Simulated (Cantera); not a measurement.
Gas mixture: 28.5 % C2H4, 43.0 % CH3OH, 18.3 % C3H8, 10.2 % CO, at 5.00 bar, frozen composition.

Cantera's kinetic-theory transport with the Lennard-Jones parameters of GRI-Mech 3.0, ideal gas; thermal conductivity in the mixture-averaged form. Polar gases are described roughly by these parameters.

D: mixture-averaged diffusion coefficient of that species in the mixture.

| T (K) | ρ (kg/m³) | cp (J/kg/K) | μ (µPa s) | λ (mW/m/K) | Pr | D (cm²/s) CH4 | D (cm²/s) CO2 | D (cm²/s) O |
|---|---|---|---|---|---|---|---|---|
| 400 | 4.92 | 1753 | 13.2 | 30.5 | 0.761 | 0.0557 | 0.0378 | 0.0807 |
| 500 | 3.93 | 2047 | 16.3 | 43.5 | 0.768 | 0.0840 | 0.0576 | 0.120 |
| 600 | 3.28 | 2318 | 19.2 | 57.3 | 0.776 | 0.117 | 0.0807 | 0.165 |
| 700 | 2.81 | 2552 | ? | ? | 0.782 | ? | ? | ? |
| 800 | 2.46 | 2746 | 24.5 | 85.6 | 0.785 | 0.193 | 0.136 | 0.272 |
| 900 | 2.18 | 2914 | 26.9 | ? | 0.786 | ? | ? | ? |
| 1000 | 1.97 | 3079 | 29.2 | 114 | 0.793 | 0.284 | 0.201 | 0.397 |

Question: Fill in the missing entries.

Answer: 
- 700, μ (µPa s): 21.9
- 700, λ (mW/m/K): 71.5
- 700, D (cm²/s) CH4: 0.153
- 700, D (cm²/s) CO2: 0.107
- 700, D (cm²/s) O: 0.216
- 900, λ (mW/m/K): 99.7
- 900, D (cm²/s) CH4: 0.237
- 900, D (cm²/s) CO2: 0.167
- 900, D (cm²/s) O: 0.332
